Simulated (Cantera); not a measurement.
A Cantera script and its output.

```python
import numpy as np
import cantera as ct

gas = ct.Solution("gri30.yaml")
gas.TPX = 1450, 230000, {'C3H8': 1, 'O2': 3.85, 'N2': 14.5}
reactor = ct.IdealGasConstPressureReactor(gas, energy="on", clone=False)
net = ct.ReactorNet([reactor])
net.rtol, net.atol = 1e-08, 1e-16
show = ['C3H8', 'O2', 'HO2', 'NO', 'HCN', 'HCO']
times = np.geomspace(5e-06, 0.3, 11)

steps = ct.SolutionArray(gas, extra=["t"])
rows = []
print(f"{'t/s':>10s}{'T/K':>9s}{'P/Pa':>11s}" + "".join(f"{s:>11s}" for s in show))
for t in times:
    while net.time < t:
        t_next = net.step()
        steps.append(gas.state, t=t_next)
    rows.append([np.interp(t, steps.t, y) for y in (steps.T, steps.P, *steps(*show).X.T)])
    print(f"{t:10.3e}{rows[-1][0]:9.1f}{rows[-1][1]:11.4g}" + "".join(f"{x:11.3e}" for x in rows[-1][2:]))
rate = np.gradient(steps.T, steps.t)
print("integrator steps:", len(steps.t))
if steps.T.max() > steps.T[0] + 200:
    print(f"time of steepest temperature rise: {steps.t[rate.argmax()]:.4e} s")
gas.TPX = 1450, 230000, {'C3H8': 1, 'O2': 3.85, 'N2': 14.5}
gas.equilibrate("HP")
print(f"equilibrium (HP): T = {gas.T:.1f} K  " + "  ".join(f"{s} {gas[s].X[0]:.3e}" for s in show))
```

Result:

```
       t/s      T/K       P/Pa       C3H8         O2        HO2         NO        HCN        HCO
 5.000e-06   1446.5    2.3e+05  5.087e-02  1.985e-01  1.026e-04  9.837e-14  6.591e-14  1.902e-08
 1.502e-05   1444.6    2.3e+05  4.805e-02  1.971e-01  8.729e-05  1.713e-12  1.890e-12  2.395e-07
 4.514e-05   1452.5    2.3e+05  3.758e-02  1.903e-01  1.715e-04  1.586e-11  1.932e-11  1.687e-06
 1.356e-04   2735.2    2.3e+05  8.553e-40  7.052e-03  3.193e-06  4.141e-04  1.360e-09  2.684e-07
 4.076e-04   2830.8    2.3e+05  7.401e-39  4.467e-03  2.454e-06  2.113e-03  8.142e-09  2.016e-07
 1.225e-03   2823.9    2.3e+05  8.918e-39  4.081e-03  2.258e-06  4.306e-03  1.400e-08  2.011e-07
 3.680e-03   2822.2    2.3e+05  9.281e-39  3.999e-03  2.216e-06  4.799e-03  1.534e-08  2.011e-07
 1.106e-02   2822.2    2.3e+05  9.283e-39  3.998e-03  2.216e-06  4.801e-03  1.535e-08  2.011e-07
 3.323e-02   2822.2    2.3e+05  9.283e-39  3.998e-03  2.216e-06  4.801e-03  1.535e-08  2.011e-07
 9.984e-02   2822.2    2.3e+05  9.283e-39  3.998e-03  2.216e-06  4.801e-03  1.535e-08  2.011e-07
 3.000e-01   2822.2    2.3e+05  9.283e-39  3.998e-03  2.216e-06  4.801e-03  1.535e-08  2.011e-07
integrator steps: 1810
time of steepest temperature rise: 8.4765e-05 s
equilibrium (HP): T = 2822.2 K  C3H8 1.454e-38  O2 3.998e-03  HO2 2.216e-06  NO 4.801e-03  HCN 1.535e-08  HCO 2.011e-07
```

Computed with Cantera and GRI-Mech 3.0 (53 species, 325 reactions). GRI-Mech 3.0 was tuned for natural gas; its chemistry of propane as a main component is partial and can be far from experiment.
